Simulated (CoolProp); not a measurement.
Vapour-liquid equilibrium of R125 (1) + R152A (2) at 305.8 K; x and y are mole fractions of (1).

The numbers come from the multi-fluid Helmholtz-energy mixture model, Lemmon 2005 and Outcalt 1996; pair parameters Bell 2016 in CoolProp.

```json
[
 {"x": "0.05", "bubble pressure, mixture model (bar)": "?", "bubble pressure, Raoult's law (bar)": "7.903", "y, mixture model": "0.095", "y, Raoult's law": "0.106"},
 {"x": "0.15", "bubble pressure, mixture model (bar)": "8.768", "bubble pressure, Raoult's law (bar)": "8.836", "y, mixture model": "0.252", "y, Raoult's law": "0.285"},
 {"x": "0.25", "bubble pressure, mixture model (bar)": "9.607", "bubble pressure, Raoult's law (bar)": "9.770", "y, mixture model": "0.382", "y, Raoult's law": "0.429"},
 {"x": "0.35", "bubble pressure, mixture model (bar)": "?", "bubble pressure, Raoult's law (bar)": "10.70", "y, mixture model": "0.494", "y, Raoult's law": "0.548"},
 {"x": "0.45", "bubble pressure, mixture model (bar)": "?", "bubble pressure, Raoult's law (bar)": "11.64", "y, mixture model": "0.593", "y, Raoult's law": "0.649"},
 {"x": "0.55", "bubble pressure, mixture model (bar)": "12.16", "bubble pressure, Raoult's law (bar)": "12.57", "y, mixture model": "?", "y, Raoult's law": "0.734"},
 {"x": "0.65", "bubble pressure, mixture model (bar)": "13.08", "bubble pressure, Raoult's law (bar)": "13.50", "y, mixture model": "?", "y, Raoult's law": "0.807"},
 {"x": "0.75", "bubble pressure, mixture model (bar)": "14.05", "bubble pressure, Raoult's law (bar)": "14.44", "y, mixture model": "0.841", "y, Raoult's law": "0.871"},
 {"x": "0.85", "bubble pressure, mixture model (bar)": "15.09", "bubble pressure, Raoult's law (bar)": "15.37", "y, mixture model": "0.909", "y, Raoult's law": "0.927"},
 {"x": "0.95", "bubble pressure, mixture model (bar)": "16.19", "bubble pressure, Raoult's law (bar)": "16.31", "y, mixture model": "?", "y, Raoult's law": "0.977"}
]
```

What belongs in the gaps?


- 0.05, bubble pressure, mixture model (bar): 7.895
- 0.35, bubble pressure, mixture model (bar): 10.44
- 0.45, bubble pressure, mixture model (bar): 11.28
- 0.55, y, mixture model: 0.683
- 0.65, y, mixture model: 0.765
- 0.95, y, mixture model: 0.971

The largest gap from Raoult's law is -3.3 % in bubble pressure, at x = 0.55. No azeotrope shows between x = 0.05 and 0.95.

Pair parameters are fitted to limited data, so mixtures are less certain than the pure fluids.
